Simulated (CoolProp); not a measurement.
Vapour-liquid equilibrium of R143a (1) + dimethyl ether (2) at 8.45 °C; x and y are mole fractions of (1).

Values from CoolProp's multi-fluid Helmholtz-energy mixture model, Lemmon and Jacobsen 2000 and Wu 2011; pair parameters Bell 2016.

| x | bubble pressure (bar) | y at the bubble point | dew pressure at overall composition x (bar) | liquid density (mol/L) |
|---|---|---|---|---|
| 0.05 | 3.814 | 0.109 | 3.667 | 14.75 |
| 0.2 | 4.561 | 0.356 | 4.063 | 14.26 |
| 0.35 | 5.254 | (withheld) | 4.541 | (withheld) |
| 0.5 | 5.910 | 0.666 | 5.121 | 13.32 |
| 0.65 | 6.542 | 0.779 | 5.826 | 12.86 |
| 0.8 | (withheld) | 0.878 | 6.668 | 12.42 |
| 0.95 | 7.786 | 0.970 | 7.644 | 11.98 |

Some entries are withheld; supply them.


- 0.35, y at the bubble point: 0.531
- 0.35, liquid density (mol/L): 13.78
- 0.8, bubble pressure (bar): 7.164

No azeotrope shows between x = 0.05 and 0.95.

The pair parameters rest on a limited set of measurements; away from them the model extrapolates.
